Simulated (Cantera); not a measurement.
Transport properties of process gases

Gas mixture: 64.0 % C2H6, 36.0 % NH3, at 0.150 Torr, frozen composition.

Cantera's kinetic-theory transport with the Lennard-Jones parameters of GRI-Mech 3.0, ideal gas; thermal conductivity in the mixture-averaged form. Polar gases are described roughly by these parameters. The composition is frozen, though it would react at the higher temperatures.

| T (K) | ρ (kg/m³) | cp (J/kg/K) | μ (µPa s) | λ (mW/m/K) | Pr | D (cm²/s) NH3 | D (cm²/s) H | D (cm²/s) CH3 |
|---|---|---|---|---|---|---|---|---|
| 400 | 0.000153 | 2191 | 12.8 | 38.5 | 0.730 | 1300 | 8070 | 1540 |
| 600 | 0.000102 | 2897 | 18.5 | 71.9 | 0.743 | 2830 | 16800 | 3220 |
| 800 | 7.63e-5 | 3450 | 23.4 | 108 | 0.747 | 4820 | 27900 | 5330 |
| 1000 | 6.10e-5 | 3896 | 27.9 | 145 | 0.750 | 7200 | 41000 | 7830 |
| 1200 | 5.09e-5 | 4239 | 32.0 | 181 | 0.750 | 9930 | 55900 | 10700 |
| 1400 | 4.36e-5 | 4510 | 35.7 | 215 | 0.749 | 13000 | 72500 | 13900 |
D: mixture-averaged diffusion coefficient of that species in the mixture.
